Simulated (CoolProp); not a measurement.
Vapour-liquid equilibrium of nitrogen (1) + carbon monoxide (2) at 0.0942 MPa; x and y are mole fractions of (1).

Values from CoolProp's multi-fluid Helmholtz-energy mixture model, Span 2000 and Lemmon 2006; pair parameters Gernert 2013.

| x | bubble temperature (K) | y at the bubble point | dew temperature at overall composition x (K) | liquid density (mol/L) |
|---|---|---|---|---|
| 0.05 | 80.7 | 0.082 | 80.8 | 28.45 |
| 0.2 | 79.8 | 0.299 | 80.2 | 28.52 |
| 0.35 | 79.0 | 0.476 | 79.6 | 28.59 |
| 0.5 | 78.4 | 0.623 | 78.9 | 28.66 |
| 0.65 | 77.8 | 0.748 | 78.3 | 28.72 |
| 0.8 | 77.3 | 0.859 | 77.6 | 28.78 |
| 0.95 | 76.9 | 0.965 | 76.9 | 28.85 |

No azeotrope shows between x = 0.05 and 0.95.

The pair parameters rest on a limited set of measurements; away from them the model extrapolates.
